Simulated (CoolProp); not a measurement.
Vapour-liquid equilibrium of neopentane (1) + n-pentane (2) at 4.35 °C; x and y are mole fractions of (1).

Model: multi-fluid Helmholtz-energy mixture model, Lemmon 2006 and Thol 2019; pair parameters Bell 2016, in CoolProp.

| x | bubble pressure (MPa) | y at the bubble point | dew pressure at overall composition x (MPa) | liquid density (mol/L) |
|---|---|---|---|---|
| 0.05 | 0.03253 | 0.131 | 0.03073 | 8.864 |
| 0.2 | 0.04090 | [?] | [?] | [?] |
| 0.35 | 0.04913 | 0.600 | 0.03867 | 8.714 |
| 0.5 | 0.05723 | 0.733 | 0.04435 | 8.641 |
| 0.65 | [?] | [?] | 0.05191 | [?] |
| 0.8 | [?] | 0.914 | 0.06235 | 8.499 |
| 0.95 | [?] | 0.980 | 0.07735 | 8.430 |

### Question
What belongs in the gaps?

### Answer

- 0.2, y at the bubble point: 0.414
- 0.2, dew pressure at overall composition x (MPa): 0.03425
- 0.2, liquid density (mol/L): 8.788
- 0.65, bubble pressure (MPa): 0.06522
- 0.65, y at the bubble point: 0.833
- 0.65, liquid density (mol/L): 8.570
- 0.8, bubble pressure (MPa): 0.07317
- 0.95, bubble pressure (MPa): 0.08112

No azeotrope shows between x = 0.05 and 0.95.

The pair parameters rest on a limited set of measurements; away from them the model extrapolates.
